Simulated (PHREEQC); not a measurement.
Acid mine or pickling water: speciation

A made-up water analysis in mg/L, 25 °C, pH 1.92, pe 12.7:

```
constituent   mg/L
-----------  -----
Na             335
K             57.7
Ca             215
Mg             220
Cl             256
S(6) as SO4   3020
Al           0.149
Br             112
```

Valence states are taken as typed.

The numbers come from PHREEQC with the ion-association model, wateq4f.dat.

Each row changes one thing in this solution. This is a speciation only: nothing precipitates in the calculation.

```tsv
case	ionic strength (mol/kgw)	SO4-2 (mol/kgw)	HSO4- (mol/kgw)	Mg+2 (mol/kgw)	MgSO4 (mol/kgw)	CaSO4 (mol/kgw)	SI of Gypsum (CaSO4:2H2O)	SI of Epsomite (MgSO4:7H2O)
as made	0.0739	0.0159	0.00957	0.00547	0.00361	0.00184	-0.45	-2.67
Na from 335 to 1000 mg/L	0.0890	[?]	0.00915	0.00572	[?]	0.00171	-0.48	-2.70
Mg from 220 to 660 mg/L	0.0945	[?]	0.00753	0.0185	0.00880	0.00147	-0.54	-2.28
```

**Question.** Some entries are withheld; supply them.

**Answer.** 
- Na from 335 to 1000 mg/L, SO4-2 (mol/kgw): 0.0158
- Na from 335 to 1000 mg/L, MgSO4 (mol/kgw): 0.00338
- Mg from 220 to 660 mg/L, SO4-2 (mol/kgw): 0.0132
